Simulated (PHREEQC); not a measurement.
Dissolve 0.0012 mol/kgw (NH4)2SiF6 at 25 °C. Closed to the air; pH follows from the charge balance.

Model: ion-association model, phreeqc.dat, run in PHREEQC.

| quantity | before | after |
|---|---|---|
| pH | 3.24 | 3.40 |
| ionic strength (mol/kgw) | 0.00375 | 0.00298 |
| F- (mol/kgw) | 0.00151 | 0.00247 |
| HF (mol/kgw) | 0.00120 | 0.00370 |
| HF2- (mol/kgw) | 6.98e-6 | 3.97e-5 |

### Question
Which change was made?
(A) temperature from 25 to 75 °C
(B) 0.00017 mol/kgw H2S added
(C) (NH4)2SiF6 from 0.0012 to 0.00012 mol/kgw
(D) (NH4)2SiF6 from 0.0012 to 0.0006 mol/kgw
(E) (NH4)2SiF6 replaced by KF at the same molality

### Answer
A, temperature from 25 to 75 °C

This is a speciation only: nothing precipitates in the calculation. Some of these states are supersaturated (in Quartz (slow to form), Chalcedony (slow to form), for instance). At this temperature some constants are extrapolated from 25 °C, and those without enthalpy data are left unchanged. SiF6-2 is the database's only silicon fluoride.
